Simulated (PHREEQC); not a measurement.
Dissolve 0.0074 mol/kgw LiCl, 0.1 mol/kgw Na2SO4 and 0.0049 mol/kgw NaCl at 25 °C. Closed to the air; pH follows from the charge balance.

Equilibrium calculation in PHREEQC: Pitzer model, pitzer.dat.

| quantity | before | after |
|---|---|---|
| HSO4- (mol/kgw) | 1.63e-7 | 1.19e-7 |
| SI of Mirabilite (Na2SO4:10H2O) | -2.22 | -2.89 |
| SI of Thenardite (Na2SO4) | -3.14 | -3.82 |

Problem. Name the change that produced these shifts.
(A) LiCl from 0.0074 to 0.037 mol/kgw
(B) NaCl left out
(C) diluted 2-fold with water
(D) Na2SO4 from 0.1 to 0.09 mol/kgw

Solution. C, diluted 2-fold with water

No solid was allowed to form.
